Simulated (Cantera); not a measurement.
Feed: 1 mol C2F6, 0.15 mol F2, 0.36 mol H2, equilibrated at 1250 K and 100 Torr.

Method: chemical equilibrium by Gibbs-energy minimisation in Cantera with the NASA 1993 tables (ideal gas, pure condensed phases). Candidate condensed phases: C, C6H6, C7H8, C8H18; 95 gas species. The feed counts by its element totals alone. Gases not in the tables: C2F6 and larger saturated fluorocarbons. Equilibrium is a limit: real reactors are often held back by kinetics, nucleation or transport.

Base state: CF4 0.660, HF 0.340 (mole fractions); condensed: C(graphite).

What changes in the equilibrium state with this change: H2 from 0.36 to 7.5 mol?


```tsv
species	before	after
HF	0.340	0.592
H2	<1e-9	0.408
CH4	<1e-9	0.000244
CF4	0.660	<1e-9
C(graphite), mol	0.605	2.00
```
